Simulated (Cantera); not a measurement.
A Cantera script and what it prints.

```python
import numpy as np
import cantera as ct

gas_names = """
    CL CL2 H HCL H2 N NH NH2 NH3 N2 N2H2 N2H4 Si SiCL SiCL2 SiCL3 SiCL4 SiH SiHCL3 SiH2 SiH2CL2 SiH3
    SiH3CL SiH4 SiN Si2 Si2N Si3
""".split()
cond_names = """
    NH4CL(a) NH4CL(b) Si(cr) Si(L) Si3N4(a)
""".split()


# ... load() reads the species with a 1 bar reference pressure and builds the phases ...
atoms = {
    'SiH4': {'Si': 1, 'H': 4},
    'Cl2': {'CL': 2},
    'N2': {'N': 2},
}
top_T = {'Si3N4(a)': 2400}  # K; cautious upper limits of use, not melting points


# ... equilibrate(T, P, feed) seeds the gas with the atoms and calls Mixture.equilibrate('TP', solver="vcs", rtol=1e-11, max_steps=5000) ...
results = []
T = 1723  # K
P = 14000  # Pa
for m in [12, 25, 37, 50, 62, 75, 87, 100, 110, 130]:
    feed = {'SiH4': 1, 'Cl2': 0.026, 'N2': m}  # mol
    mix = equilibrate(T, P, feed)
    results.append((T, P, feed, dict(zip(mix.species_names, mix.species_moles))))
    x = sorted(zip(gas.X, gas.species_names), reverse=True)
    print(f"T = {T:g} K  P = {P:g} Pa  n(N2) = {m:g} mol  gas = {mix.phase_moles(0):.4g} mol")
    print("   x: " + "  ".join(f"{s} {v:.3e}" for v, s in x if v > 0.001))
    print("   condensed (mol): " + ("  ".join(f"{mix.phase(i).name} {mix.phase_moles(i):.4g}"
          for i in range(1, mix.n_phases) if mix.phase_moles(i) > 1e-12) or "none"))
```

It prints:

```
T = 1723 K  P = 14000 Pa  n(N2) = 12 mol  gas = 13.36 mol
   x: N2 8.483e-01  H2 1.477e-01  HCL 3.837e-03
   condensed (mol): Si3N4(a) 0.3332
T = 1723 K  P = 14000 Pa  n(N2) = 25 mol  gas = 26.36 mol
   x: N2 9.231e-01  H2 7.483e-02  HCL 1.945e-03
   condensed (mol): Si3N4(a) 0.3332
T = 1723 K  P = 14000 Pa  n(N2) = 37 mol  gas = 38.36 mol
   x: N2 9.471e-01  H2 5.141e-02  HCL 1.337e-03
   condensed (mol): Si3N4(a) 0.3332
T = 1723 K  P = 14000 Pa  n(N2) = 50 mol  gas = 51.36 mol
   x: N2 9.605e-01  H2 3.839e-02
   condensed (mol): Si3N4(a) 0.3332
T = 1723 K  P = 14000 Pa  n(N2) = 62 mol  gas = 63.36 mol
   x: N2 9.680e-01  H2 3.112e-02
   condensed (mol): Si3N4(a) 0.3332
T = 1723 K  P = 14000 Pa  n(N2) = 75 mol  gas = 76.36 mol
   x: N2 9.734e-01  H2 2.582e-02
   condensed (mol): Si3N4(a) 0.3332
T = 1723 K  P = 14000 Pa  n(N2) = 87 mol  gas = 88.36 mol
   x: N2 9.770e-01  H2 2.231e-02
   condensed (mol): Si3N4(a) 0.3332
T = 1723 K  P = 14000 Pa  n(N2) = 100 mol  gas = 101.4 mol
   x: N2 9.800e-01  H2 1.944e-02
   condensed (mol): Si3N4(a) 0.3332
T = 1723 K  P = 14000 Pa  n(N2) = 110 mol  gas = 111.4 mol
   x: N2 9.818e-01  H2 1.770e-02
   condensed (mol): Si3N4(a) 0.3332
T = 1723 K  P = 14000 Pa  n(N2) = 130 mol  gas = 131.4 mol
   x: N2 9.845e-01  H2 1.500e-02
   condensed (mol): Si3N4(a) 0.3332
```

Cantera equilibrium calculation (NASA polynomials, part measured and part estimated; ideal gas, pure solids and liquids).
